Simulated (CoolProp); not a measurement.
Values from CoolProp's reference Helmholtz-energy equation of state, Tillner-Roth 1997.

**Question.** For CH2F2 (R32), give the phase and the density (kg/m³), conductivity (mW/(m K)) at -69.95 °C and 9.64 bar.

**Answer.** 
- -69.95 °C and 9.64 bar: liquid; density 1260, conductivity 206

Thermal conductivity comes from a separate model (Huber 2003), an estimate that may be off by 10 % or more.
